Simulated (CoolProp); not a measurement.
Vapour-liquid equilibrium of carbon dioxide (1) + ethane (2) at 0.736 MPa; x and y are mole fractions of (1).

Computed with CoolProp (multi-fluid Helmholtz-energy mixture model, Span 1996 and Bücker 2006; pair parameters Kunz 2012).

Task: Give the bubble temperature and the first vapour's composition at x = 0.05, 0.125, 0.875. Is there an azeotrope?

Result: x = 0.05: -44.8 °C, y = 0.131; x = 0.125: -48.3 °C, y = 0.274; x = 0.875: -53.1 °C, y = 0.752. y crosses x between x = 0.575 and 0.65: the model has an azeotrope there.

Pair parameters are fitted to limited data, so mixtures are less certain than the pure fluids.
